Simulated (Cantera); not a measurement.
Thermodynamics of iron carbonyl, mercury and lead vapours, feed Hg + H2 + N2

A closed system holds: 1 mol Hg, 0.059 mol H2, 0.46 mol N2, held at 975 °C and 2.63 Torr.

These are equilibrium values from Cantera (NASA tables, ideal gas, pure condensed phases), not measurements of a reactor. Candidate condensed phases: Hg; 10 gas species. Equilibrium is a limit: real reactors are often held back by kinetics, nucleation or transport.

```yaml
x(Hg): 0.658
x(N2): 0.303
x(H2): 0.0388
x(H): 1.56e-6
gas_amount: 1.519 mol
log10 activity of Hg(l) (absent): -5.00
```
